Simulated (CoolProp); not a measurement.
The fluid at 298.15 K and 0.243 MPa is throttled through a valve to 0.023 MPa with no heat exchange. The same conditions are run with several fluids, on thermodynamics alone (safety and materials aside).

Computed with CoolProp (reference Helmholtz-energy equation of state of each fluid (vinyl chloride: Thol 2022; R134a: Tillner-Roth 1994; methane: Setzmann 1991; R507A: Lemmon 2003; R152A: Outcalt 1996)). Blends and air are pseudo-pure fits.

```json
[
 {"fluid": "vinyl chloride", "temperature change (K)": "-6.1", "final density (kg/m³)": "(withheld)"},
 {"fluid": "R134a", "temperature change (K)": "-4.9", "final density (kg/m³)": "0.967"},
 {"fluid": "methane", "temperature change (K)": "-1.0", "final density (kg/m³)": "0.149"},
 {"fluid": "R507A", "temperature change (K)": "(withheld)", "final density (kg/m³)": "(withheld)"},
 {"fluid": "R152A", "temperature change (K)": "(withheld)", "final density (kg/m³)": "(withheld)"}
]
```

Q: What belongs in the gaps?

A: 
- vinyl chloride, final density (kg/m³): 0.595
- R507A, temperature change (K): -3.8
- R507A, final density (kg/m³): 0.933
- R152A, temperature change (K): -6.5
- R152A, final density (kg/m³): 0.630
